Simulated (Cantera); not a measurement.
Cantera run:

```python
import numpy as np
import cantera as ct

gas_names = [...]  # 151 gases of nasa_gas.yaml made of C, H, N, O, Si
cond_names = """
    C(gr) C6H6(L) C7H8(L) C8H18(L),n-octa H2O(s) H2O(L) Si(cr) Si(L) SiC(b) SiO2(Lqz) SiO2(hqz) SiO2(L)
    Si2N2O(s) Si3N4(a)
""".split()


# ... load() reads the species with a 1 bar reference pressure and builds the phases ...
atoms = {
    'SiC': {'Si': 1, 'C': 1},
    'H2O': {'H': 2, 'O': 1},
    'N2': {'N': 2},
}
top_T = {'C(gr)': 4500, 'SiC(b)': 3050, 'Si2N2O(s)': 2100, 'Si3N4(a)': 2400}  # K; cautious upper limits of use, not melting points


# ... equilibrate(T, P, feed) seeds the gas with the atoms and calls Mixture.equilibrate('TP', solver="vcs", rtol=1e-11, max_steps=5000) ...
results = []
feed = {'SiC': 1, 'H2O': 0.31, 'N2': 66}  # mol
T = 2173.15  # K
P = 18000  # Pa
mix = equilibrate(T, P, feed)
results.append((T, P, feed, dict(zip(mix.species_names, mix.species_moles))))
print(gas.report(threshold=1e-06))
for i in range(1, mix.n_phases):
    print(f"{mix.phase(i).name:16s} {mix.phase_moles(i):12.5e} mol")
```

Output:

```
       temperature   2173.2 K
          pressure   18000 Pa
           density   0.027816 kg/m^3
  mean mol. weight   27.922 kg/kmol
   phase of matter   gas

                          1 kg             1 kmol
                     ---------------   ---------------
          enthalpy         2.242e+06        6.2601e+07  J
   internal energy        1.5949e+06        4.4532e+07  J
           entropy              9658        2.6967e+05  J/K
    Gibbs function       -1.8746e+07       -5.2343e+08  J
 heat capacity c_p            1299.3             36278  J/K
 heat capacity c_v            1001.5             27964  J/K

                      mass frac. Y      mole frac. X     chem. pot. / RT
                     ---------------   ---------------   ---------------
                CN        1.4459e-06        1.5517e-06           -19.339
                CO         0.0028687         0.0028597           -41.678
                 H         2.642e-05        0.00073185           -13.476
               HCN         0.0002506        0.00025891           -32.815
               HNC        1.9009e-05        1.9639e-05           -32.815
                H2        0.00029842         0.0041331           -26.952
                N2           0.99219           0.98892            -28.95
                Si         0.0010652          0.001059           -6.7484
              SiC2        3.6902e-06        1.9774e-06           -16.477
               SiH        1.4043e-05        1.3478e-05           -20.224
               SiN        0.00011996        7.9574e-05           -21.223
               SiO         0.0028202         0.0017862           -43.562
               Si2        2.1765e-05        1.0819e-05           -13.497
              Si2C        0.00013822        5.6603e-05           -18.361
              Si2N        0.00015193         6.045e-05           -27.972
               Si3        4.3426e-06        1.4391e-06           -20.245
     [ +135 minor]        1.3233e-06        1.1385e-06

C(gr)             0.00000e+00 mol
Si(L)             0.00000e+00 mol
SiC(b)            7.86407e-01 mol
SiO2(L)           0.00000e+00 mol
Si3N4(a)          0.00000e+00 mol
```

Method: chemical equilibrium by Gibbs-energy minimisation in Cantera with the NASA 1993 tables (ideal gas, pure condensed phases). The tables' values for SiN are old estimates; treat these amounts as uncertain.
